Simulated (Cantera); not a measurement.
Cantera run, input and output.

```python
import numpy as np
import cantera as ct

gas = ct.Solution("gri30.yaml", transport_model="mixture-averaged")
show = ['CH4', 'CO2', 'NO']

rows = []
print(f"{'T/K':>7s}{'rho':>11s}{'cp':>10s}{'mu':>11s}{'lambda':>11s}{'Pr':>7s}" + "".join(f"{'D_' + s:>11s}" for s in show))
for T in [400, 550, 700, 850, 1000, 1150, 1300, 1450, 1600]:
    gas.TPX = T, 10, {'N2': 0.83}
    Pr = gas.cp_mass * gas.viscosity / gas.thermal_conductivity
    D = [gas.mix_diff_coeffs_mole[gas.species_index(s)] for s in show]
    rows.append([gas.density, gas.cp_mass, gas.viscosity, gas.thermal_conductivity, Pr, *D])
    print(f"{T:7g}{gas.density:11.4e}{gas.cp_mass:10.1f}{gas.viscosity:11.4e}"
          f"{gas.thermal_conductivity:11.4e}{Pr:7.3f}" + "".join(f"{d:11.4e}" for d in D))
print("SI units: kg/m3, J/kg/K, Pa s, W/m/K, m2/s")
```

Output:

```
    T/K        rho        cp         mu     lambda     Pr      D_CH4      D_CO2       D_NO
    400 8.4233e-05    1046.6 2.2340e-05 3.2779e-02  0.713 3.7826e-01 2.6996e-01 3.4324e-01
    550 6.1260e-05    1065.3 2.7888e-05 4.2097e-02  0.706 6.5610e-01 4.7384e-01 5.9169e-01
    700 4.8133e-05    1095.3 3.2807e-05 5.1187e-02  0.702 9.8896e-01 7.1893e-01 8.8899e-01
    850 3.9639e-05    1133.9 3.7305e-05 6.0019e-02  0.705 1.3720e+00 1.0014e+00 1.2310e+00
   1000 3.3693e-05    1169.5 4.1498e-05 6.8575e-02  0.708 1.8017e+00 1.3184e+00 1.6146e+00
   1150 2.9298e-05    1195.4 4.5455e-05 7.6851e-02  0.707 2.2756e+00 1.6681e+00 2.0376e+00
   1300 2.5918e-05    1217.7 4.9222e-05 8.4847e-02  0.706 2.7914e+00 2.0486e+00 2.4981e+00
   1450 2.3237e-05    1236.7 5.2832e-05 9.2569e-02  0.706 3.3474e+00 2.4588e+00 2.9946e+00
   1600 2.1058e-05    1252.9 5.6307e-05 1.0002e-01  0.705 3.9421e+00 2.8974e+00 3.5257e+00
SI units: kg/m3, J/kg/K, Pa s, W/m/K, m2/s
```

Cantera simulation using GRI-Mech 3.0 (53 species, 325 reactions); the numbers are that mechanism's predictions, not measurements.
